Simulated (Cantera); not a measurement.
Input: 1 mol HI, 0.65 mol O2, 0.21 mol N2, held at 1.00 Torr.

Method: chemical equilibrium by Gibbs-energy minimisation in Cantera with the NASA 1993 tables (ideal gas, pure condensed phases). Candidate condensed phases: H2O, I2; 27 gas species. Kinetics and transport are ignored.

x: gas mole fraction; nothing condenses.

```tsv
T (K)	x O	x I	x H	x N2	x O2	x OH	x H2
2775	0.282	0.313	0.246	0.0634	0.0440	0.0262	0.0144
2825	0.302	0.306	0.257	0.0621	0.0339	0.0207	0.0110
2875	0.318	0.301	0.264	0.0611	0.0257	0.0161	0.00833
2925	0.330	0.297	0.270	0.0605	0.0192	0.0124	0.00625
2975	0.340	0.294	0.274	0.0600	…	…	…
3025	0.347	0.291	0.277	0.0597	0.0106	0.00722	0.00352
3075	0.353	0.290	0.279	0.0594	0.00784	0.00552	0.00265
3125	0.357	0.289	0.280	0.0593	0.00581	0.00423	0.00201
3175	0.360	0.288	0.281	0.0592	0.00433	0.00326	0.00153
3225	0.362	0.287	0.282	0.0591	0.00324	0.00252	0.00118
3275	0.364	0.287	0.283	0.0590	…	…	…
3325	0.365	0.286	0.283	0.0589	0.00185	0.00154	0.000706
3375	0.366	0.286	0.284	0.0588	0.00141	0.00121	0.000553
3425	0.367	0.286	0.284	0.0587	0.00109	0.000960	0.000436
```

Problem. Some entries are withheld; supply them.

Solution. 
- 3275, x O2: 0.00244
- 3275, x OH: 0.00196
- 3275, x H2: 0.000908
- 2975, x O2: 0.0143
- 2975, x OH: 0.00946
- 2975, x H2: 0.00468
